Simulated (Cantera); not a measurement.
Stirred combustor or abatement burner

A perfectly stirred reactor is fed with H₂ : O₂ : N₂ : NO = 1 : 0.833 : 3.13 : 0.017 (molar parts), at 2.20 bar; it is adiabatic with a 425 K inlet, and is followed from long to short residence time, starting on the burning branch (τ in s: 0.045, 0.025, 0.014, 0.008, 0.0045, 0.0025, 0.0014, 0.0008, 0.00045, 0.00025, 0.00014, 8e-05).

Computed with Cantera and GRI-Mech 3.0 (53 species, 325 reactions). The hydrogen kinetics of GRI-Mech 3.0 are dated; newer H2 mechanisms differ, most at raised pressure. The mechanism lacks 2 NO + O2 → 2 NO2 and HONO, so NO2 and the effect of NO are under-described below about 1400 K.

```
τ (s)    T (K)      x H₂    x O₂     x NO       x H       x O
-------  -----  --------  ------  -------  --------  --------
0.045     1938  0.000223  0.0738  0.00378   1.96e-5  0.000141
0.025     1936  0.000301  0.0738  0.00378   2.97e-5  0.000183
0.014     1934  0.000420  0.0737  0.00378   4.78e-5  0.000250
0.0080    1930  0.000591  0.0736  0.00378   7.90e-5  0.000348
0.0045    1924  0.000851  0.0735  0.00378  0.000136  0.000499
0.0025    1917   0.00124  0.0734  0.00378  0.000241  0.000727
0.0014    1906   0.00180  0.0733  0.00377  0.000424   0.00106
0.00080   1892   0.00256  0.0733  0.00377  0.000729   0.00151
0.00045   1872   0.00366  0.0733  0.00376   0.00126   0.00215
0.00025   1844   0.00521  0.0734  0.00376   0.00216   0.00304
0.00014   1806   0.00726  0.0738  0.00375   0.00358   0.00416
8.0e-5    1759   0.00989  0.0746  0.00374   0.00565   0.00545
```
x: mole fraction; the columns are a selection and need not sum to one.
